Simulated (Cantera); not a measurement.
A perfectly stirred reactor is fed with 7.48 % CH₄, 19.4 % O₂, 73.1 % N₂, equivalence ratio 0.77, at 4.93 atm; it is adiabatic with a 498 K inlet, and is followed from long to short residence time, starting on the burning branch (τ in s: 0.33, 0.14, 0.057, 0.024, 0.0099, 0.0042, 0.0017, 0.00073, 0.0003, 0.00013, 5.3e-05, 2.2e-05).

Detailed kinetics in Cantera: GRI-Mech 3.0 (53 species, 325 reactions).

**Question.** Predict: blow-out, bracketed by the residence times tried; x(CH₄) at τ = 0.330 s; x(O₂) at τ = 0.330 s; x(H₂O) at τ = 0.330 s; x(H₂) at τ = 0.330 s; x(NO) at τ = 0.330 s; x(CH₄) at τ = 1.70 ms; x(O₂) at τ = 1.70 ms; x(H₂O) at τ = 1.70 ms; x(H₂) at τ = 1.70 ms; x(NO) at τ = 1.70 ms.

**Answer.** 
```json
{
  "blow_out_bracketed_by_the_residence_times_tried": "burning at 53.0 µs, out at 22.0 µs",
  "x(CH₄) at τ = 0.330 s": "4.90e-7",
  "x(O₂) at τ = 0.330 s": "0.0438",
  "x(H₂O) at τ = 0.330 s": "0.148",
  "x(H₂) at τ = 0.330 s": "0.000192",
  "x(NO) at τ = 0.330 s": "0.00178",
  "x(CH₄) at τ = 1.70 ms": "4.71e-5",
  "x(O₂) at τ = 1.70 ms": "0.0455",
  "x(H₂O) at τ = 1.70 ms": "0.147",
  "x(H₂) at τ = 1.70 ms": "0.000722",
  "x(NO) at τ = 1.70 ms": "7.84e-5"
}
```
